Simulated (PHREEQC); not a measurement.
Consider water at 90 °C with 0.1 mol/kgw Ba(OH)2. Closed to the air; pH follows from the charge balance.

All values are PHREEQC results (ion-association model, phreeqc.dat), not measurements.

This is a speciation only: nothing precipitates in the calculation.

Task: What pH, density, specific conductance does the model give?

Result: pH 11.51; density 0.983 g/cm³; specific conductance 101000 µS/cm.

Complexes and solids missing from the database can't appear. Constants without temperature data keep their 25 °C values here.
